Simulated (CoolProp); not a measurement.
A simple Rankine cycle with R22: condensing at 302.15 K, boiler at 3.38 MPa, turbine inlet 499 K, turbine efficiency 0.65, pump efficiency 0.6, no recuperator. Each further row changes one setting.

Values from CoolProp's reference Helmholtz-energy equation of state, Kamei 1995.

```json
[
 {"case": "as stated", "thermal efficiency (%)": "___", "net work (kJ/kg)": "___", "heat in (kJ/kg)": "329", "turbine exit temperature (K)": "452.8", "volume ratio over the turbine": "___"},
 {"case": "condensing temperature 294.15 K", "thermal efficiency (%)": "9.3", "net work (kJ/kg)": "___", "heat in (kJ/kg)": "___", "turbine exit temperature (K)": "444.7", "volume ratio over the turbine": "3.38"},
 {"case": "boiler pressure 2.37 MPa", "thermal efficiency (%)": "5.5", "net work (kJ/kg)": "18.6", "heat in (kJ/kg)": "335", "turbine exit temperature (K)": "469.0", "volume ratio over the turbine": "___"},
 {"case": "turbine efficiency 0.55", "thermal efficiency (%)": "___", "net work (kJ/kg)": "21.5", "heat in (kJ/kg)": "329", "turbine exit temperature (K)": "___", "volume ratio over the turbine": "2.79"}
]
```

Task: What belongs in the gaps?

Result: 
- as stated, thermal efficiency (%): 7.9
- as stated, net work (kJ/kg): 26.0
- as stated, volume ratio over the turbine: 2.76
- condensing temperature 294.15 K, net work (kJ/kg): 31.3
- condensing temperature 294.15 K, heat in (kJ/kg): 338
- boiler pressure 2.37 MPa, volume ratio over the turbine: 1.96
- turbine efficiency 0.55, thermal efficiency (%): 6.6
- turbine efficiency 0.55, turbine exit temperature (K): 458.1
